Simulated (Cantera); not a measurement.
Input (Python, Cantera) and output of one run.

```python
import numpy as np
import cantera as ct

gas_names = """
    CL2 KCL
""".split()
cond_names = """
    K(cr) K(L)
""".split()


def load(file, names, dense=False):
    # The tables refer to 1 bar. Condensed volumes are neglected.
    table = {s.name: s for s in ct.Species.list_from_file(file)}
    out = []
    for n in names:
        d = dict(table[n].input_data)
        d["thermo"] = dict(d["thermo"], **{"reference-pressure": 1e5})
        if dense:
            d["equation-of-state"] = {"model": "constant-volume", "density": "1e6 g/cm^3"}
        out.append(ct.Species.from_dict(d))
    return out


species = {s.name: s for s in load("nasa_gas.yaml", gas_names) + load("nasa_condensed.yaml", cond_names)}
# Each term lists the table entries of one substance; the one whose range holds T is used.
reactions = {
    '2 K + Cl2(g) = 2 KCl(g)':
        [(-2, ['K(cr)', 'K(L)']), (-1, ['CL2']), (2, ['KCL'])],
}


def pick(names, T):
    return next(species[n] for n in names if species[n].thermo.min_temp <= T <= species[n].thermo.max_temp)


results = []
for label, terms in reactions.items():
    print(label)
    print("     T/K   dH/kJ  dS/(J/K)   dG/kJ   log10 K")
    for T in [300, 848, 898, 948, 998, 1048, 1098]:
        used = [(nu, pick(names, T)) for nu, names in terms]
        dH = sum(nu * s.thermo.h(T) for nu, s in used) / 1e6
        dS = sum(nu * s.thermo.s(T) for nu, s in used) / 1e3
        dG = dH - T * dS / 1e3
        logK = -dG * 1e6 / (ct.gas_constant * T * np.log(10))
        results.append((label, T, dH, dS, dG, logK, [s.name for _, s in used]))
        print(f"{T:8g} {dH:8.1f} {dS:8.1f} {dG:8.1f} {logK:8.2f}")
```

Result:

```
2 K + Cl2(g) = 2 KCl(g)
     T/K   dH/kJ  dS/(J/K)   dG/kJ   log10 K
     300   -429.4    125.6   -467.1    81.33
     848   -446.3     88.3   -521.2    32.10
     898   -447.4     87.1   -525.6    30.57
     948   -448.4     85.9   -529.9    29.20
     998   -449.6     84.7   -534.1    27.96
    1048   -450.7     83.6   -538.4    26.83
    1098   -451.9     82.5   -542.5    25.81
```

Source: NASA polynomial tables (part measured, part estimated), evaluated in Cantera. Condensed species are held in their standard states even where they would react or evaporate.
